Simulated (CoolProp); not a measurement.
A Linde-Hampson liquefier for normal hydrogen: isothermal reversible compression at 250 K from 1 atm to 10 MPa, throttling to 1 atm, return gas leaving the recuperator 2 K below the feed. Each further row changes one setting.

Computed with CoolProp (reference Helmholtz-energy equation of state, Leachman 2009).

```json
[
 {"case": "as stated", "compression work (kJ/kg of gas)": "4800"},
 {"case": "high pressure 20 MPa", "compression work (kJ/kg of gas)": "5590"},
 {"case": "warm-end temperature 280 K", "compression work (kJ/kg of gas)": "5370"},
 {"case": "warm-end gap 7 K", "compression work (kJ/kg of gas)": "4800"}
]
```
